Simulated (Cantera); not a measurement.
A Cantera script and what it prints.

```python
import numpy as np
import cantera as ct

gas_names = [...]  # 113 gases of nasa_gas.yaml made of C, H, O, Ti
cond_names = """
    C(gr) C6H6(L) C7H8(L) C8H18(L),n-octa H2O(s) H2O(L) Ti(a) Ti(b) Ti(L) TiC(s) TiC(L) TiO(a) TiO(b)
    TiO(L) TiO2(ru) TiO2(L) Ti2O3(a) Ti2O3(b) Ti2O3(L) Ti3O5(a) Ti3O5(b) Ti3O5(L) Ti4O7(s) Ti4O7(L)
""".split()


# ... load() reads the species with a 1 bar reference pressure and builds the phases ...
atoms = {
    'Ti(OiPr)4': {'Ti': 1, 'C': 12, 'H': 28, 'O': 4},
    'C3H8': {'C': 3, 'H': 8},
}
top_T = {'C(gr)': 4500}  # K; cautious upper limits of use, not melting points


# ... equilibrate(T, P, feed) seeds the gas with the atoms and calls Mixture.equilibrate('TP', solver="vcs", rtol=1e-11, max_steps=5000) ...
results = []
feed = {'Ti(OiPr)4': 1, 'C3H8': 0.2}  # mol
P = 82000  # Pa
for T in [1025, 1100, 1175, 1250, 1325, 1400, 1475, 1550, 1625]:
    mix = equilibrate(T, P, feed)
    results.append((T, P, feed, dict(zip(mix.species_names, mix.species_moles))))
    x = sorted(zip(gas.X, gas.species_names), reverse=True)
    print(f"T = {T:g} K  P = {P:g} Pa  gas = {mix.phase_moles(0):.4g} mol")
    print("   x: " + "  ".join(f"{s} {v:.3e}" for v, s in x if v > 0.0001))
    print("   condensed (mol): " + ("  ".join(f"{mix.phase(i).name} {mix.phase_moles(i):.4g}"
          for i in range(1, mix.n_phases) if mix.phase_moles(i) > 1e-12) or "none"))
```

It prints:

```
T = 1025 K  P = 82000 Pa  gas = 15.8 mol
   x: H2 8.344e-01  CO 1.022e-01  CH4 4.196e-02  H2O 1.854e-02  CO2 2.944e-03
   condensed (mol): C(gr) 10.28  TiO2(ru) 1
T = 1100 K  P = 82000 Pa  gas = 16.32 mol
   x: H2 8.567e-01  CO 1.136e-01  CH4 2.161e-02  H2O 7.138e-03  CO2 9.336e-04
   condensed (mol): C(gr) 10.38  TiO2(ru) 1
T = 1175 K  P = 82000 Pa  gas = 16.55 mol
   x: H2 8.676e-01  CO 1.173e-01  CH4 1.182e-02  H2O 2.894e-03  CO2 3.057e-04
   condensed (mol): C(gr) 10.46  TiO2(ru) 1
T = 1250 K  P = 82000 Pa  gas = 16.91 mol
   x: H2 8.604e-01  CO 1.314e-01  CH4 6.674e-03  H2O 1.396e-03  CO2 1.362e-04
   condensed (mol): C(gr) 10.26  Ti4O7(s) 0.25
T = 1325 K  P = 82000 Pa  gas = 17 mol
   x: H2 8.617e-01  CO 1.334e-01  CH4 4.088e-03  H2O 6.784e-04
   condensed (mol): C(gr) 10.26  Ti3O5(b) 0.1266  Ti4O7(s) 0.1551
T = 1400 K  P = 82000 Pa  gas = 17.08 mol
   x: H2 8.608e-01  CO 1.362e-01  CH4 2.625e-03  H2O 3.580e-04
   condensed (mol): C(gr) 10.23  Ti3O5(b) 0.3333
T = 1475 K  P = 82000 Pa  gas = 18.77 mol
   x: H2 7.854e-01  CO 2.128e-01  CH4 1.470e-03  H2O 2.828e-04
   condensed (mol): C(gr) 7.578  TiC(s) 1
T = 1550 K  P = 82000 Pa  gas = 18.78 mol
   x: H2 7.859e-01  CO 2.128e-01  CH4 1.030e-03  H2O 1.662e-04
   condensed (mol): C(gr) 7.584  TiC(s) 1
T = 1625 K  P = 82000 Pa  gas = 18.78 mol
   x: H2 7.862e-01  CO 2.128e-01  CH4 7.454e-04  H2O 1.026e-04
   condensed (mol): C(gr) 7.587  TiC(s) 1
```

These are equilibrium values from Cantera (NASA tables, ideal gas, pure condensed phases), not measurements of a reactor. The feed counts by its element totals alone. Mutual solubility and eutectic melting of coexisting phases are not modelled. TiC: taken at fixed stoichiometry. Condensed phases not in the tables: Magnéli phases beyond Ti4O7. Gases not in the tables: TiO(OH)2.
